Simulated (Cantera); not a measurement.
A closed system holds: 1 mol CuO, 0.82 mol C, 1.2 mol N2, held at 0.190 bar.

Equilibrium computed with Cantera from the NASA thermochemical tables; the gas is ideal and each condensed phase is pure. Candidate condensed phases: C, Cu, CuO, Cu2O; 27 gas species. Equilibrium is a limit: real reactors are often held back by kinetics, nucleation or transport.

Task: What share of the Cu ends up in condensed phases as a function of T (K), at 998, 1098, 1198, 1298, 1398, 1498, 1598, 1698, 1798, 1898, 1998, 2098, 2198, 2298?

Result: 
| T (K) | Cu condensed (%) | as |
|---|---|---|
| 998 | 100.0 | Cu(s) |
| 1098 | 100.0 | Cu(s) |
| 1198 | 100.0 | Cu(s) |
| 1298 | 100.0 | Cu(s) |
| 1398 | 100.0 | Cu(l) |
| 1498 | 100.0 | Cu(l) |
| 1598 | 100.0 | Cu(l) |
| 1698 | 99.8 | Cu(l) |
| 1798 | 99.4 | Cu(l) |
| 1898 | 98.3 | Cu(l) |
| 1998 | 95.4 | Cu(l) |
| 2098 | 88.4 | Cu(l) |
| 2198 | 71.9 | Cu(l) |
| 2298 | 31.3 | Cu(l) |
